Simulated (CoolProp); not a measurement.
Properties of n-octane along the isotherm 535.2 K (Tc = 568.7 K, pc = 2.484 MPa, ω = 0.398).

Values from CoolProp's reference Helmholtz-energy equation of state, Beckmüller 2019.

| p (MPa) | phase | cp (kJ/(kg K)) | expansivity (1/kK) |
|---|---|---|---|
| 0.0785 | gas | 2.650 | 1.966 |
| 0.133 | gas | 2.657 | 2.038 |
| 0.224 | gas | 2.670 | 2.169 |
| 0.377 | gas | 2.694 | 2.422 |
| 0.637 | gas | 2.747 | 2.983 |
| 1.08 | gas | 2.905 | 4.715 |
| 1.81 | liquid | 3.626 | 5.713 |
| 3.06 | liquid | 3.425 | 4.053 |
| 5.17 | liquid | 3.291 | 2.990 |
| 8.72 | liquid | 3.193 | 2.251 |
| 14.7 | liquid | 3.120 | 1.713 |
| 24.8 | liquid | 3.067 | 1.310 |
